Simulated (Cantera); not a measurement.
An isothermal, constant-pressure homogeneous reactor starts with 1.69 % CH4, 98.3 % N2, at 1300 K and 0.133 bar.

Cantera simulation using GRI-Mech 3.0 (53 species, 325 reactions); the numbers are that mechanism's predictions, not measurements. GRI-Mech 3.0 stops at C3 and has no aromatics, soot or wall deposition, so with more carbon than oxygen in the feed, carbon stays in small species such as C2H2 where larger ones or solid carbon would form.

Predict: x(CH4) at 50.0 s; x(H) at 50.0 s; x(C2H2) at 50.0 s; x(CH3) at 50.0 s.

x(CH4) at 50.0 s: 0.0152 (gas-phase equilibrium 0.000187)
x(H) at 50.0 s: 4.60e-8 (gas-phase equilibrium 4.79e-7)
x(C2H2) at 50.0 s: 0.000747 (gas-phase equilibrium 0.00125)
x(CH3) at 50.0 s: 5.53e-6 (gas-phase equilibrium 7.13e-8)
